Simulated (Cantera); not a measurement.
Mixture: C2H4 : O2 : N2 : H2O = 1 : 6 : 22.6 : 4.5 (molar parts), equivalence ratio 0.50, at 638 Torr, adiabatic and at constant volume. Ignition delay is the time to a rise of 400 K.

Computed with Cantera and GRI-Mech 3.0 (53 species, 325 reactions). GRI-Mech 3.0 was tuned for natural gas; its chemistry of ethylene as a main component is partial and can be far from experiment. Where the delays flatten at high temperature, the 400 K rule measures the pace of heat release, not the induction time.

**Question.** What does this change do: H2O 4.5 to 1.9 parts?

**Answer.** 
| quantity | before | after |
|---|---|---|
| delay at 1225 K | 0.270 ms | 0.246 ms |
| delay at 1375 K | 77.0 µs | 76.6 µs |
| delay at 1525 K | 39.3 µs | 39.3 µs |
| delay at 1675 K | 24.0 µs | 23.7 µs |
| apparent activation energy between 1600 and 1750 K | 69 kJ/mol | 71 kJ/mol |

**Question.** What does this change do: N2 22.6 to 16 parts?

**Answer.** 
| quantity | before | after |
|---|---|---|
| delay at 1225 K | 0.270 ms | 0.250 ms |
| delay at 1375 K | 77.0 µs | 63.8 µs |
| delay at 1525 K | 39.3 µs | 31.8 µs |
| delay at 1675 K | 24.0 µs | 19.1 µs |
| apparent activation energy between 1600 and 1750 K | 69 kJ/mol | 71 kJ/mol |
